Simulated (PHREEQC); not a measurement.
2.9 g of hydrous ferric oxide (600 m²/g; 0.2 weak and 0.005 strong sites per Fe, Dzombak-Morel constants, diffuse double layer) in 1 kg of water with 0.05 mol/kgw of an inert sodium salt and 9.8e-05 mol CuSO4, at 25 °C; the pH is set by adding NaOH or the inert anion's acid. O2 is buffered at 0.21 atm. CO2 from the air is kept out. Precipitation was switched off in this run.

Base run: PHREEQC, ion-association model, wateq4f.dat. Each further column changes one thing. The table gives S sorbed (%).

| pH | base | no electrostatic term (-no_edl) | background salt from 0.05 to 0.005 mol/kgw | oxide from 2.9 to 14 g/kgw |
|---|---|---|---|---|
| 3 | 100.0 | 0.8 | 100.0 | 100.0 |
| 3.67 | 100.0 | 0.8 | 100.0 | 100.0 |
| 4.33 | 99.9 | 0.8 | 100.0 | 100.0 |
| 5 | 99.7 | 0.8 | 100.0 | 99.9 |
| 5.67 | 98.6 | 0.8 | 99.8 | 99.7 |
| 6.33 | 90.7 | 0.9 | 97.6 | 98.0 |
| 7.67 | 8.0 | 1.3 | 15.2 | 27.9 |
| 8.33 | 0.6 | 1.3 | 1.0 | 2.7 |
| 9 | 0.0 | 0.7 | 0.1 | 0.2 |
| 9.67 | 0.0 | 0.2 | 0.0 | 0.0 |
| 10.33 | 0.0 | 0.1 | 0.0 | 0.0 |
| 11 | 0.0 | 0.0 | 0.0 | 0.0 |

The database's constant for dissolved Cu(OH)2 is higher than later reviews accept. The oxide is taken as insoluble; below pH 4 it would dissolve. In at least one series the solution becomes supersaturated in solids that the run did not let form, among them Cu(OH)2.
